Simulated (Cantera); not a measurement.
# Stirred combustor or abatement burner

A perfectly stirred reactor is fed with 6.11 % CH4, 0.978 % H2, 19.6 % O2, 73.3 % N2, at 420000 Pa; it is adiabatic with a 675 K inlet, and is followed from long to short residence time, starting on the burning branch (τ in s: 0.43, 0.18, 0.071, 0.029, 0.012, 0.0047, 0.0019, 0.00077, 0.00031, 0.00013, 5.1e-05).

Detailed kinetics in Cantera: GRI-Mech 3.0 (53 species, 325 reactions).

| τ (s) | T (K) | x CH4 | x H2 | x O2 | x H2O2 | x OH | x C2H6 |
|---|---|---|---|---|---|---|---|
| 0.43 | 2052 | 4.10e-7 | 0.000108 | 0.0677 | 1.55e-7 | 0.00161 | <1e-12 |
| 0.18 | 2054 | 9.56e-7 | 0.000113 | 0.0680 | 1.58e-7 | 0.00164 | 1.22e-12 |
| 0.071 | 2054 | 2.33e-6 | 0.000122 | 0.0683 | 1.62e-7 | 0.00169 | 7.10e-12 |
| 0.029 | 2053 | 5.28e-6 | 0.000143 | 0.0684 | 1.71e-7 | 0.00179 | 3.53e-11 |
| 0.012 | 2050 | 1.12e-5 | 0.000187 | 0.0685 | 1.88e-7 | 0.00199 | 1.46e-10 |
| 0.0047 | 2045 | 2.28e-5 | 0.000285 | 0.0686 | 2.27e-7 | 0.00237 | 5.30e-10 |
| 0.0019 | 2034 | 4.31e-5 | 0.000465 | 0.0689 | 2.93e-7 | 0.00292 | 1.52e-9 |
| 0.00077 | 2016 | 7.96e-5 | 0.000781 | 0.0694 | 3.96e-7 | 0.00363 | 3.91e-9 |
| 0.00031 | 1986 | 0.000150 | 0.00131 | 0.0705 | 5.50e-7 | 0.00441 | 1.02e-8 |
| 0.00013 | 1942 | 0.000290 | 0.00207 | 0.0725 | 7.60e-7 | 0.00505 | 2.93e-8 |
| 5.1e-5 | 1864 | 0.000693 | 0.00329 | 0.0770 | 1.11e-6 | 0.00512 | 1.43e-7 |
x: mole fraction; the columns are a selection and need not sum to one.
